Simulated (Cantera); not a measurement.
Input: 1 mol SiH₄, a varied amount of NH₃, 0.6 mol H₂, held at 1373 K and 1.33 mbar.

Equilibrium computed with Cantera from the NASA thermochemical tables; the gas is ideal and each condensed phase is pure. Candidate condensed phases: Si, Si₃N₄; 18 gas species. Kinetics and transport are ignored.

At 2.1 mol NH₃, list the 3 most abundant gas species with their mole fractions, and the condensed phases.

H₂ 0.937, N₂ 0.0625, H 8.83e-5. Condensed: Si₃N₄(s).
